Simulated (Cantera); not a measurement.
**Ignition delay**

Mixture: 8.11 % CH4, 19.5 % O2, 72.3 % N2, equivalence ratio 0.83, at 1.00 bar, adiabatic and at constant pressure. Ignition delay is the time to a rise of 400 K.

Computed with Cantera and GRI-Mech 3.0 (53 species, 325 reactions).

| T0 (K) | delay (ms) |
|---|---|
| 1200 | 41.0 |
| 1250 | 20.4 |
| 1300 | 10.5 |
| 1350 | 5.63 |
| 1400 | 3.12 |
| 1450 | 1.80 |
| 1500 | 1.08 |
| 1550 | 0.677 |
| 1600 | 0.440 |

- apparent activation energy between 1500 and 1600 K = 180 kJ/mol
